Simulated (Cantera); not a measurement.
A freely propagating, adiabatic, planar premixed flame of 44.4 % H2, 11.7 % O2, 43.9 % N2, equivalence ratio 1.9, unburnt at 350 K and 1.00 atm; mixture-averaged transport, grid criteria slope 0.08 and curve 0.16, no radiation.

Computed with Cantera and the H2/O2 subset of GRI-Mech 3.0, which has no nitrogen chemistry. Burning velocities carry a grid error of a few per cent, more on coarse grids.

x: mole fraction of selected species; z is measured from the peak of heat release.

```json
[
 {"z (mm)": "-1.03", "T (K)": "350", "u (m/s)": "3.85", "x H2": "0.444", "x O2": "0.117", "x O": "<1e-8", "x OH": "<1e-8", "x H2O": "<1e-8", "x H2O2": "<1e-8"},
 {"z (mm)": "-0.688", "T (K)": "350", "u (m/s)": "3.85", "x H2": "0.444", "x O2": "0.117", "x O": "<1e-8", "x OH": "<1e-8", "x H2O": "<1e-8", "x H2O2": "<1e-8"},
 {"z (mm)": "-0.516", "T (K)": "350", "u (m/s)": "3.85", "x H2": "0.444", "x O2": "0.117", "x O": "<1e-8", "x OH": "<1e-8", "x H2O": "<1e-8", "x H2O2": "<1e-8"},
 {"z (mm)": "-0.344", "T (K)": "350", "u (m/s)": "3.85", "x H2": "0.444", "x O2": "0.117", "x O": "<1e-8", "x OH": "<1e-8", "x H2O": "3.90e-7", "x H2O2": "<1e-8"},
 {"z (mm)": "-0.172", "T (K)": "376", "u (m/s)": "4.10", "x H2": "0.439", "x O2": "0.118", "x O": "2.58e-6", "x OH": "?", "x H2O": "0.000494", "x H2O2": "1.14e-5"},
 {"z (mm)": "-0.0860", "T (K)": "675", "u (m/s)": "7.14", "x H2": "0.403", "x O2": "0.111", "x O": "0.000183", "x OH": "?", "x H2O": "0.0228", "x H2O2": "7.95e-5"},
 {"z (mm)": "0", "T (K)": "1095", "u (m/s)": "11.3", "x H2": "0.324", "x O2": "0.0822", "x O": "0.00189", "x OH": "?", "x H2O": "0.0905", "x H2O2": "7.79e-6"},
 {"z (mm)": "0.0860", "T (K)": "1387", "u (m/s)": "14.1", "x H2": "0.240", "x O2": "0.0338", "x O": "0.00341", "x OH": "?", "x H2O": "0.183", "x H2O2": "1.41e-6"},
 {"z (mm)": "0.172", "T (K)": "1529", "u (m/s)": "15.5", "x H2": "0.203", "x O2": "0.00921", "x O": "0.00222", "x OH": "0.00366", "x H2O": "0.231", "x H2O2": "8.13e-7"},
 {"z (mm)": "0.344", "T (K)": "1649", "u (m/s)": "16.6", "x H2": "0.197", "x O2": "0.00116", "x O": "0.00120", "x OH": "0.00395", "x H2O": "0.248", "x H2O2": "4.90e-7"},
 {"z (mm)": "0.688", "T (K)": "1763", "u (m/s)": "17.6", "x H2": "0.205", "x O2": "0.000466", "x O": "0.000847", "x OH": "0.00405", "x H2O": "0.251", "x H2O2": "2.89e-7"},
 {"z (mm)": "1.38", "T (K)": "1871", "u (m/s)": "18.6", "x H2": "0.214", "x O2": "0.000276", "x O": "0.000524", "x OH": "?", "x H2O": "0.255", "x H2O2": "1.53e-7"},
 {"z (mm)": "2.75", "T (K)": "1962", "u (m/s)": "19.3", "x H2": "0.221", "x O2": "0.000140", "x O": "0.000273", "x OH": "?", "x H2O": "0.258", "x H2O2": "7.56e-8"}
]
```

Task: Fill in the missing entries.

Result: 
- -0.172, x OH: 2.32e-5
- -0.0860, x OH: 0.000967
- 0, x OH: 0.00141
- 0.0860, x OH: 0.00311
- 1.38, x OH: 0.00368
- 2.75, x OH: 0.00297
